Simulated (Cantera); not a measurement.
Input: 1 mol SiHCl3, 0.052 mol Cl2, 730 mol H2, held at 2.00 mbar.

Equilibrium computed with Cantera from the NASA thermochemical tables; the gas is ideal and each condensed phase is pure. Candidate condensed phases: Si; 19 gas species. The numbers say what is thermodynamically allowed, not how fast it happens. All values below are at 527 °C.

Base state: H2 0.998, HCl 0.00175, SiCl4 0.000443, SiHCl3 0.000228 (mole fractions); condensed: Si(s).

Task: What changes in the equilibrium state with this change: H2 from 730 to 14 mol?

Result: 
```csv
species,before,after
H2,0.998,0.943
SiCl4,0.000443,0.0441
SiHCl3,0.000228,0.00700
SiCl3,3.54e-6,0.000112
SiCl2,3.14e-6,3.14e-5
SiH2Cl2,9.51e-6,8.97e-5
"Si(s), mol",0.497,0.216
```
The tables' values for SiCl3 are old estimates; treat these amounts as uncertain.
